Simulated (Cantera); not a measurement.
## Stirred combustor or abatement burner

A perfectly stirred reactor is fed with 5.49 % CO, 1.26 % H2, 0.604 % CH4, 7.03 % O2, 64.2 % N2, 21.4 % H2O, equivalence ratio 0.65, at 43000 Pa; it is adiabatic with a 700 K inlet, and is followed from long to short residence time, starting on the burning branch (τ in s: 0.053, 0.021, 0.0082, 0.0032, 0.0013, 0.00051, 0.0002, 7.9e-05, 3.1e-05).

Detailed kinetics in Cantera: GRI-Mech 3.0 (53 species, 325 reactions).

```json
[
 {"τ (s)": "0.053", "T (K)": "1346", "x CO": "0.00169", "x H2": "0.000704", "x CH4": "1.29e-5", "x CH3": "1.40e-6", "x HO2": "5.99e-6", "x CH2CO": "2.20e-9", "x C2H4": "2.25e-9"},
 {"τ (s)": "0.021", "T (K)": "1329", "x CO": "0.00321", "x H2": "0.00120", "x CH4": "2.51e-5", "x CH3": "2.30e-6", "x HO2": "8.63e-6", "x CH2CO": "4.85e-9", "x C2H4": "3.82e-9"},
 {"τ (s)": "0.0082", "T (K)": "1295", "x CO": "0.00648", "x H2": "0.00194", "x CH4": "5.45e-5", "x CH3": "3.98e-6", "x HO2": "1.22e-5", "x CH2CO": "1.16e-8", "x C2H4": "7.80e-9"},
 {"τ (s)": "0.0032", "T (K)": "1208", "x CO": "0.0166", "x H2": "0.00284", "x CH4": "0.000193", "x CH3": "8.59e-6", "x HO2": "1.98e-5", "x CH2CO": "5.01e-8", "x C2H4": "3.30e-8"},
 {"τ (s)": "0.0013", "T (K)": "700", "x CO": "0.0549", "x H2": "0.0126", "x CH4": "0.00604", "x CH3": "<1e-12", "x HO2": "<1e-12", "x CH2CO": "<1e-12", "x C2H4": "<1e-12"},
 {"τ (s)": "0.00051", "T (K)": "700", "x CO": "0.0549", "x H2": "0.0126", "x CH4": "0.00604", "x CH3": "<1e-12", "x HO2": "<1e-12", "x CH2CO": "<1e-12", "x C2H4": "<1e-12"},
 {"τ (s)": "0.00020", "T (K)": "700", "x CO": "0.0549", "x H2": "0.0126", "x CH4": "0.00604", "x CH3": "<1e-12", "x HO2": "<1e-12", "x CH2CO": "<1e-12", "x C2H4": "<1e-12"},
 {"τ (s)": "7.9e-5", "T (K)": "700", "x CO": "0.0549", "x H2": "0.0126", "x CH4": "0.00604", "x CH3": "<1e-12", "x HO2": "<1e-12", "x CH2CO": "<1e-12", "x C2H4": "<1e-12"},
 {"τ (s)": "3.1e-5", "T (K)": "700", "x CO": "0.0549", "x H2": "0.0126", "x CH4": "0.00604", "x CH3": "<1e-12", "x HO2": "<1e-12", "x CH2CO": "<1e-12", "x C2H4": "<1e-12"}
]
```
x: mole fraction; the columns are a selection and need not sum to one.
